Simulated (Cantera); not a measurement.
## Silicon carbide growth: SiHCl3 + C3H8 + H2

Input: 1 mol SiHCl3, 0.0068 mol C3H8, 28 mol H2, held at 0.170 bar.

Cantera equilibrium calculation (NASA polynomials, part measured and part estimated; ideal gas, pure solids and liquids). Candidate condensed phases: C, C6H6, C7H8, C8H18, Si, SiC; 109 gas species. Mutual solubility and eutectic melting of coexisting phases are not modelled. The tables' values for SiCl3 are old estimates; treat these amounts as uncertain. Kinetics and transport are ignored.

```tsv
T (K)	log p H2	log p HCl	log p SiCl2	log p SiCl4	log p SiHCl3	log p SiCl3	n Si(s)	n SiC(s)
1323	-0.80	-2.01	-2.78	-3.35	-3.43	-3.44	0.476	0.0203
1373	-0.80	-1.98	-2.70	-3.62	-3.65	-3.50	0.486	0.0203
1423	-0.81	-1.97	-2.65	-3.93	-3.88	-3.59	0.488	0.0203
1473	-0.81	-1.96	-2.61	-4.24	-4.12	-3.69	0.486	0.0203
1523	-0.81	-1.95	-2.59	-4.55	-4.35	-3.81	0.482	0.0203
1573	-0.81	-1.95	-2.57	-4.85	-4.58	-3.92	0.476	0.0203
1623	-0.81	-1.95	-2.56	-5.13	-4.80	-4.03	0.470	0.0203
```
log p: log10 of the partial pressure in bar; n: condensed amount in mol.

From 1323 K to 1623 K the condensed part is Si(s) + SiC(s). The main Si-bearing gas is SiCl2 throughout. The share of Si in condensed phases is highest at 1423 K (50.8 %) and lowest at 1623 K (49.0 %).
